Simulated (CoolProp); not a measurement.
Vapour-liquid equilibrium of propylene (1) + R142b (2) at 231.7 K; x and y are mole fractions of (1).

Model: multi-fluid Helmholtz-energy mixture model, Lemmon 2013 and Lemmon 2006; pair parameters Bell 2016, in CoolProp.

| x | bubble pressure (kPa) | y at the bubble point | dew pressure at overall composition x (kPa) | liquid density (mol/L) |
|---|---|---|---|---|
| 0.05 | 29.09 | 0.278 | (withheld) | 12.65 |
| 0.125 | 39.65 | (withheld) | 24.71 | (withheld) |
| 0.2 | 49.91 | (withheld) | 26.68 | 12.88 |
| 0.275 | 59.69 | 0.724 | 28.99 | 13.00 |
| 0.35 | 68.88 | 0.782 | 31.73 | 13.12 |
| 0.425 | 77.46 | 0.825 | 35.03 | 13.25 |
| 0.5 | 85.48 | 0.858 | 39.11 | 13.37 |
| 0.575 | 93.02 | 0.885 | 44.24 | 13.50 |
| 0.65 | 100.2 | 0.908 | 50.88 | 13.63 |
| 0.725 | 107.1 | 0.929 | 59.80 | 13.77 |
| 0.8 | 114.0 | 0.948 | 72.23 | 13.91 |
| 0.875 | 120.9 | 0.967 | 90.06 | 14.05 |
| 0.95 | 128.1 | 0.987 | 114.6 | 14.21 |

Q: Some entries are withheld; supply them.

A: 
- 0.05, dew pressure at overall composition x (kPa): 23.02
- 0.125, y at the bubble point: 0.509
- 0.125, liquid density (mol/L): 12.77
- 0.2, y at the bubble point: 0.640

No azeotrope shows between x = 0.05 and 0.95.

The pair parameters rest on a limited set of measurements; away from them the model extrapolates.
